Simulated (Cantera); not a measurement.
Charge: 1 mol FeCl3, 0.22 mol H2, 0.74 mol N2, at 975 °C and 0.00240 bar.

Cantera equilibrium calculation (NASA polynomials, part measured and part estimated; ideal gas, pure solids and liquids). Candidate condensed phases: Fe, FeCl2, FeCl3, NH4Cl; 18 gas species. Rates play no part.

Base state: FeCl2 0.336, N2 0.307, HCl 0.183, FeCl3 0.0793, Cl2 0.0578, Cl 0.0376, Fe2Cl4 0.000103 (mole fractions); condensed: gas only.

What changes in the equilibrium state with this change: H2 from 0.22 to 36 mol?


```
species       before    after
----------  --------  -------
H2           1.58e-9    0.905
HCl            0.183   0.0733
N2             0.307   0.0194
FeCl2          0.336  0.00256
Cl2           0.0578    <1e-9
FeCl3         0.0793  1.01e-8
Cl            0.0376  6.30e-7
Fe2Cl4      0.000103  5.98e-9
Fe(γ), mol         0    0.902
```

What changes in the equilibrium state with this change: temperature from 975 °C to 627 °C?


```
species    before     after
-------  --------  --------
N2          0.307     0.342
FeCl3      0.0793     0.254
HCl         0.183     0.203
FeCl2       0.336     0.191
Cl2        0.0578  0.000488
Cl         0.0376   3.33e-5
Fe2Cl6    1.20e-6   0.00190
Fe2Cl4   0.000103   0.00678
```

What changes in the equilibrium state with this change: temperature from 975 °C to 1527 °C?


```json
[
 {"species": "FeCl2", "before": "0.336", "after": "0.365"},
 {"species": "N2", "before": "0.307", "after": "0.270"},
 {"species": "Cl", "before": "0.0376", "after": "0.202"},
 {"species": "FeCl3", "before": "0.0793", "after": "0.000434"},
 {"species": "Cl2", "before": "0.0578", "after": "0.000984"},
 {"species": "HCl", "before": "0.183", "after": "0.161"},
 {"species": "H", "before": "<1e-9", "after": "3.25e-5"},
 {"species": "H2", "before": "1.58e-9", "after": "1.98e-5"},
 {"species": "Fe2Cl4", "before": "0.000103", "after": "1.98e-6"}
]
```
